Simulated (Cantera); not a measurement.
Thermal oxidation and active oxidation of silicon: Si + N2O + N2

A closed system holds: 1 mol Si, 0.046 mol N2O, 41 mol N2, held at 1502 °C.

Cantera equilibrium calculation (NASA polynomials, part measured and part estimated; ideal gas, pure solids and liquids). Candidate condensed phases: Si, SiO2, Si2N2O, Si3N4; 16 gas species. Mutual solubility and eutectic melting of coexisting phases are not modelled. The tables' values for SiN are old estimates; treat these amounts as uncertain. The numbers say what is thermodynamically allowed, not how fast it happens.

From 0.000750 Torr to 0.0188 Torr nothing is condensed. At 0.473 Torr the condensed part is Si(l). At 12.0 Torr the condensed part is Si3N4(s). From 300 Torr to 7500 Torr the condensed part is Si2N2O(s) + Si3N4(s). The main Si-bearing gas is Si at 0.000750 Torr and SiO at 7500 Torr.

| P (Pa) | x N2 | x Si | x SiO | x Si2N | x SiN | x Si2 | x Si3 | x N | n Si(l) | n Si3N4(s) | n Si2N2O(s) |
|---|---|---|---|---|---|---|---|---|---|---|---|
| 0.100 | 0.976 | 0.0227 | 0.00109 | 1.83e-7 | 1.07e-5 | 1.31e-6 | 3.27e-9 | 2.30e-8 | 0 | 0 | 0 |
| 2.50 | 0.976 | 0.0225 | 0.00109 | 2.25e-5 | 5.31e-5 | 3.23e-5 | 2.00e-6 | 4.60e-9 | 0 | 0 | 0 |
| 63 | 0.995 | 0.00348 | 0.00112 | 6.89e-5 | 4.16e-5 | 1.95e-5 | 4.71e-6 | 9.26e-10 | 0.801 | 0 | 0 |
| 1600 | 0.999 | 7.00e-5 | 0.00114 | 3.56e-6 | 4.22e-6 | 2.00e-7 | 2.46e-8 | 1.84e-10 | 0 | 0.317 | 0 |
| 40000 | 1.000 | 3.27e-7 | 0.000134 | 9.73e-9 | 9.87e-8 | 1.09e-10 | 1.57e-12 | 3.68e-11 | 0 | 0.304 | 0.0406 |
| 1000000 | 1.000 | 1.53e-9 | 1.84e-6 | 2.66e-11 | 2.31e-9 | <1e-12 | <1e-12 | 7.37e-12 | 0 | 0.303 | 0.0459 |
x: gas mole fraction; n: condensed amount in mol.
